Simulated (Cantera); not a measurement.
**Al + Cl2 + N2 (aluminium and copper etching)**

A closed system holds: 1 mol Al, 3 mol Cl2, 1.1 mol N2, equilibrated at 0.133 bar.

Equilibrium computed with Cantera from the NASA thermochemical tables; the gas is ideal and each condensed phase is pure. Candidate condensed phases: Al, AlCl3, AlN; 11 gas species. Equilibrium is a limit: real reactors are often held back by kinetics, nucleation or transport.

From 900 K to 1150 K nothing is condensed. The main Al-bearing gas is AlCl3 throughout.

```json
[
 {"T (K)": "900", "x Cl2": "0.418", "x N2": "0.307", "x AlCl3": "0.270", "x Cl": "0.000131", "x Al2Cl6": "0.00455"},
 {"T (K)": "925", "x Cl2": "0.418", "x N2": "0.306", "x AlCl3": "0.273", "x Cl": "0.000205", "x Al2Cl6": "0.00304"},
 {"T (K)": "950", "x Cl2": "0.417", "x N2": "0.306", "x AlCl3": "0.274", "x Cl": "0.000313", "x Al2Cl6": "0.00207"},
 {"T (K)": "975", "x Cl2": "0.417", "x N2": "0.306", "x AlCl3": "0.275", "x Cl": "0.000468", "x Al2Cl6": "0.00143"},
 {"T (K)": "1000", "x Cl2": "0.417", "x N2": "0.306", "x AlCl3": "0.276", "x Cl": "0.000687", "x Al2Cl6": "0.00101"},
 {"T (K)": "1025", "x Cl2": "0.416", "x N2": "0.306", "x AlCl3": "0.276", "x Cl": "0.000989", "x Al2Cl6": "0.000723"},
 {"T (K)": "1050", "x Cl2": "0.416", "x N2": "0.306", "x AlCl3": "0.277", "x Cl": "0.00140", "x Al2Cl6": "0.000526"},
 {"T (K)": "1075", "x Cl2": "0.415", "x N2": "0.305", "x AlCl3": "0.277", "x Cl": "0.00195", "x Al2Cl6": "0.000389"},
 {"T (K)": "1100", "x Cl2": "0.415", "x N2": "0.305", "x AlCl3": "0.277", "x Cl": "0.00267", "x Al2Cl6": "0.000292"},
 {"T (K)": "1125", "x Cl2": "0.414", "x N2": "0.305", "x AlCl3": "0.277", "x Cl": "0.00362", "x Al2Cl6": "0.000221"},
 {"T (K)": "1150", "x Cl2": "0.413", "x N2": "0.305", "x AlCl3": "0.277", "x Cl": "0.00483", "x Al2Cl6": "0.000170"}
]
```
x: gas mole fraction; nothing condenses.
